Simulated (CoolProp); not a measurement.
Properties of normal hydrogen along the isotherm -238.95 °C.

The numbers come from the reference Helmholtz-energy equation of state, Leachman 2009 in CoolProp.

```json
[
 {"p (kPa)": "41", "phase": "gas", "density (kg/m³)": "0.2934", "speed of sound (m/s)": "483.1", "Joule-Thomson coefficient (K/MPa)": "8.344", "conductivity (mW/(m K))": "[?]", "Prandtl number": "0.672", "fugacity coefficient": "0.9906"},
 {"p (kPa)": "61.8", "phase": "gas", "density (kg/m³)": "0.4445", "speed of sound (m/s)": "482.1", "Joule-Thomson coefficient (K/MPa)": "8.348", "conductivity (mW/(m K))": "27.0", "Prandtl number": "0.673", "fugacity coefficient": "0.9858"},
 {"p (kPa)": "93.3", "phase": "gas", "density (kg/m³)": "0.6762", "speed of sound (m/s)": "480.7", "Joule-Thomson coefficient (K/MPa)": "8.356", "conductivity (mW/(m K))": "27.2", "Prandtl number": "0.675", "fugacity coefficient": "0.9786"},
 {"p (kPa)": "141", "phase": "gas", "density (kg/m³)": "1.034", "speed of sound (m/s)": "478.5", "Joule-Thomson coefficient (K/MPa)": "8.366", "conductivity (mW/(m K))": "27.7", "Prandtl number": "0.679", "fugacity coefficient": "0.9677"},
 {"p (kPa)": "212", "phase": "gas", "density (kg/m³)": "[?]", "speed of sound (m/s)": "475.2", "Joule-Thomson coefficient (K/MPa)": "8.381", "conductivity (mW/(m K))": "28.3", "Prandtl number": "[?]", "fugacity coefficient": "0.9515"},
 {"p (kPa)": "320", "phase": "gas", "density (kg/m³)": "2.460", "speed of sound (m/s)": "470.1", "Joule-Thomson coefficient (K/MPa)": "8.401", "conductivity (mW/(m K))": "29.3", "Prandtl number": "0.701", "fugacity coefficient": "0.9271"},
 {"p (kPa)": "483", "phase": "gas", "density (kg/m³)": "3.899", "speed of sound (m/s)": "461.9", "Joule-Thomson coefficient (K/MPa)": "8.420", "conductivity (mW/(m K))": "30.9", "Prandtl number": "0.733", "fugacity coefficient": "0.8904"},
 {"p (kPa)": "729", "phase": "gas", "density (kg/m³)": "6.419", "speed of sound (m/s)": "448.5", "Joule-Thomson coefficient (K/MPa)": "8.410", "conductivity (mW/(m K))": "33.8", "Prandtl number": "0.820", "fugacity coefficient": "0.8353"},
 {"p (kPa)": "1100", "phase": "gas", "density (kg/m³)": "11.71", "speed of sound (m/s)": "425.1", "Joule-Thomson coefficient (K/MPa)": "8.144", "conductivity (mW/(m K))": "40.7", "Prandtl number": "1.17", "fugacity coefficient": "0.7519"},
 {"p (kPa)": "1660", "phase": "supercritical", "density (kg/m³)": "42.36", "speed of sound (m/s)": "[?]", "Joule-Thomson coefficient (K/MPa)": "2.573", "conductivity (mW/(m K))": "85.9", "Prandtl number": "3.19", "fugacity coefficient": "0.6081"},
 {"p (kPa)": "2500", "phase": "supercritical", "density (kg/m³)": "52.47", "speed of sound (m/s)": "754.7", "Joule-Thomson coefficient (K/MPa)": "0.7130", "conductivity (mW/(m K))": "95.3", "Prandtl number": "1.47", "fugacity coefficient": "0.4565"},
 {"p (kPa)": "3780", "phase": "supercritical", "density (kg/m³)": "[?]", "speed of sound (m/s)": "909.3", "Joule-Thomson coefficient (K/MPa)": "0.05632", "conductivity (mW/(m K))": "103", "Prandtl number": "1.20", "fugacity coefficient": "0.3556"},
 {"p (kPa)": "5700", "phase": "supercritical", "density (kg/m³)": "62.63", "speed of sound (m/s)": "1052", "Joule-Thomson coefficient (K/MPa)": "-0.3350", "conductivity (mW/(m K))": "110", "Prandtl number": "1.10", "fugacity coefficient": "0.2954"},
 {"p (kPa)": "8590", "phase": "supercritical", "density (kg/m³)": "67.21", "speed of sound (m/s)": "1199", "Joule-Thomson coefficient (K/MPa)": "-0.6024", "conductivity (mW/(m K))": "119", "Prandtl number": "[?]", "fugacity coefficient": "0.2685"},
 {"p (kPa)": "13000", "phase": "supercritical", "density (kg/m³)": "71.97", "speed of sound (m/s)": "1362", "Joule-Thomson coefficient (K/MPa)": "-0.7944", "conductivity (mW/(m K))": "130", "Prandtl number": "1.05", "fugacity coefficient": "0.2779"}
]
```

Question: What belongs in the gaps?

Answer: 
- 41, conductivity (mW/(m K)): 26.8
- 212, density (kg/m³): 1.583
- 212, Prandtl number: 0.686
- 1660, speed of sound (m/s): 523.4
- 3780, density (kg/m³): 57.94
- 8590, Prandtl number: 1.06

Viscosity comes from a separate model (Muzny 2013). Thermal conductivity comes from a separate model (Assael 2011).
